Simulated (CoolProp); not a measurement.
Saturation properties of n-dodecane (Tc = 658.1 K, pc = 1.818 MPa, ω = 0.574).

The numbers come from the reference Helmholtz-energy equation of state, Lemmon 2004 in CoolProp. It is a short technical equation, of lower accuracy than the large ones.

```csv
T (K),p (MPa),liquid density (kg/m³),vapour density (kg/m³),surface tension (mN/m),vapour viscosity (µPa s),liquid conductivity (mW/(m K))
510.3,0.1624,573.9,7.253,8.39,7.73,91.1
520,0.1991,564.1,8.884,7.75,7.89,89.2
529.6,0.2416,554.1,10.79,7.12,8.04,87.4
539.2,0.2907,___,13.04,6.50,8.20,85.6
548.8,0.3472,___,15.69,5.88,8.36,83.8
558.5,0.4126,521.1,18.84,5.28,8.53,82.0
568.1,0.4864,509.0,22.52,4.68,8.71,80.2
577.7,0.5699,496.2,26.87,4.10,8.90,78.5
587.3,0.6642,482.5,32.05,3.54,9.10,76.8
596.9,0.7702,467.8,38.27,2.98,9.33,75.1
606.6,0.8904,451.7,45.89,2.44,9.59,73.4
616.2,1.024,434.0,___,1.91,9.90,71.8
```

Q: What belongs in the gaps?

A: 
- 539.2, liquid density (kg/m³): 543.6
- 548.8, liquid density (kg/m³): 532.7
- 616.2, vapour density (kg/m³): 55.22

It boils at 489.4 K under 1 atm.

Viscosity comes from a separate model (Huber 2004). Thermal conductivity comes from a separate model (Huber 2004). Surface tension comes from a separate correlation (Mulero 2012).
